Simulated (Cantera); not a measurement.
An isothermal, constant-pressure homogeneous reactor starts with CH4 : H2 = 0.015 : 1 (molar parts), at 1600 K and 0.0263 atm. Integrator tolerance rtol = 1e-08.

Model: GRI-Mech 3.0 (53 species, 325 reactions), integrated in Cantera. GRI-Mech 3.0 stops at C3 and has no aromatics, soot or wall deposition, so with more carbon than oxygen in the feed, carbon stays in small species such as C2H2 where larger ones or solid carbon would form. Radical loss at walls, strong at low pressure, is not modelled.

Problem. What does this change do: temperature 1600 to 2000 K?

Solution. 
```json
[
 {"quantity": "x(CH4) at 20.0 s", "before": "0.00400 (gas-phase equilibrium 0.000676)", "after": "3.36e-5 (gas-phase equilibrium 3.36e-5)"},
 {"quantity": "x(H2) at 20.0 s", "before": "0.990 (gas-phase equilibrium 0.992)", "after": "0.983 (gas-phase equilibrium 0.983)"},
 {"quantity": "x(C2H2) at 20.0 s", "before": "0.00528 (gas-phase equilibrium 0.00692)", "after": "0.00722 (gas-phase equilibrium 0.00722)"},
 {"quantity": "x(C2H4) at 20.0 s", "before": "1.62e-5 (gas-phase equilibrium 2.02e-5)", "after": "1.27e-6 (gas-phase equilibrium 1.27e-6)"},
 {"quantity": "x(C2H) at 20.0 s", "before": "5.83e-9 (gas-phase equilibrium 7.83e-9)", "after": "1.37e-6 (gas-phase equilibrium 1.37e-6)"},
 {"quantity": "x(CH3) at 20.0 s", "before": "2.67e-5 (gas-phase equilibrium 4.62e-6)", "after": "6.70e-6 (gas-phase equilibrium 6.70e-6)"}
]
```

Problem. What does this change do: temperature 1600 to 2498 K?

Solution. 
```csv
quantity,before,after
x(CH4) at 20.0 s,0.00400 (gas-phase equilibrium 0.000676),2.45e-6 (gas-phase equilibrium 2.48e-6)
x(H2) at 20.0 s,0.990 (gas-phase equilibrium 0.992),0.851 (gas-phase equilibrium 0.851)
x(C2H2) at 20.0 s,0.00528 (gas-phase equilibrium 0.00692),0.00668 (gas-phase equilibrium 0.00668)
x(C2H4) at 20.0 s,1.62e-5 (gas-phase equilibrium 2.02e-5),1.10e-7 (gas-phase equilibrium 1.10e-7)
x(C2H) at 20.0 s,5.83e-9 (gas-phase equilibrium 7.83e-9),7.94e-5 (gas-phase equilibrium 7.94e-5)
x(CH3) at 20.0 s,2.67e-5 (gas-phase equilibrium 4.62e-6),7.31e-6 (gas-phase equilibrium 7.39e-6)
```
